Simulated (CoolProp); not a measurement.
CH2F2 (R32) at 367.24 K and 2.8 MPa flows at 8.9 m/s in a round tube of 4.6 mm bore and 45 µm roughness, fully developed (64/Re and Nu = 3.66 if laminar; Colebrook and Gnielinski if turbulent). Each further row changes one setting.

Values from CoolProp's reference Helmholtz-energy equation of state, Tillner-Roth 1997.

| case | Reynolds number | Darcy friction factor | pressure drop (Pa/m) | heat-transfer coefficient (W/(m² K)) | mass flow (kg/h) |
|---|---|---|---|---|---|
| as stated | 141000 | [?] | 18900 | 3290 | 30.8 |
| velocity 17.8 m/s | 282000 | 0.0378 | 75300 | 6570 | [?] |
| diameter 9.2 mm | 282000 | 0.0305 | [?] | 2630 | [?] |

Q: What belongs in the gaps?

A: 
- as stated, Darcy friction factor: 0.0381
- velocity 17.8 m/s, mass flow (kg/h): 61.6
- diameter 9.2 mm, pressure drop (Pa/m): 7590
- diameter 9.2 mm, mass flow (kg/h): 123

Viscosity comes from a separate model (Bell 2016), an estimate that may be off by 10 % or more. Thermal conductivity comes from a separate model (Huber 2003), an estimate that may be off by 10 % or more.
